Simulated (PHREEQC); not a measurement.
Ultrapure water in contact with air or piping (model solution)

Synthetic water in mg/L, 25 °C, pH 6.02, pe -1.2:

```json
[
 {"constituent": "Na", "mg/L": "0.0186"},
 {"constituent": "K", "mg/L": "6.76e-06"},
 {"constituent": "Ca", "mg/L": "0.0314"},
 {"constituent": "Mg", "mg/L": "0.0049"},
 {"constituent": "Cl", "mg/L": "0.0655"},
 {"constituent": "S(6) as SO4", "mg/L": "0.00648"},
 {"constituent": "Alkalinity as HCO3", "mg/L": "0.0474"},
 {"constituent": "F", "mg/L": "1.36e-05"},
 {"constituent": "N(-3) as NH4", "mg/L": "0.000265"}
]
```

Valence states are taken as typed.

The numbers come from PHREEQC with the ion-association model, phreeqc.dat.

Precipitation was switched off in this run.

What ionic strength, charge-balance error does the model give?

ionic strength 4.79e-6 mol/kgw; charge-balance error 0.5 %.

In which forms is C present?

CO2 68 %, HCO3- 32 % of the C.
